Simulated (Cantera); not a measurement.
Charge: 1 mol Pb, 0.087 mol CO, 0.44 mol N2, equilibrated at 1.33 mbar.

Equilibrium computed with Cantera from the NASA thermochemical tables; the gas is ideal and each condensed phase is pure. Candidate condensed phases: C, Pb, PbO, PbO2, Pb3O4; 27 gas species. The numbers say what is thermodynamically allowed, not how fast it happens.

Over these rows the condensed part is C(graphite) + Pb(l). Partial pressures as log10 of bar:

```csv
T (K),1000/T (1/K),log p CO2,log p N2,log p CO
800,1.2500,-5.35,-2.95,-3.67
825,1.2121,-5.68,-2.95,-3.67
850,1.1765,-5.99,-2.95,-3.66
875,1.1429,?,-2.95,-3.66
900,1.1111,-6.57,-2.95,-3.66
925,1.0811,-6.84,-2.95,-3.66
```

Q: Fit log p(CO2) = a + b·(1000/T) to the five rows, give the apparent enthalpy, and predict the row at 875 K.

A: Means: 1000/T = 1.1662, log p = -6.086. Sxy = 0.172135, Sxx = 0.0195134, so b = 8.82 and a = -6.086 − (8.82)×1.1662 = -16.37.
Apparent enthalpy: −19.145 × (8.82) = -169 kJ/mol. With the condensed phases at unit activity, 2 CO(g) = CO2(g) + C(graphite) links this pressure to the main gases: over the six rows their terms move log p by +0.02 in all, so the slope is close to that reaction's ΔH°. The five rows lie within 0.01 of the line.
Prediction at 875 K: -16.37 + (8.82)×1.1429 = -6.29. The computed value is -6.29, 0.00 from the line.
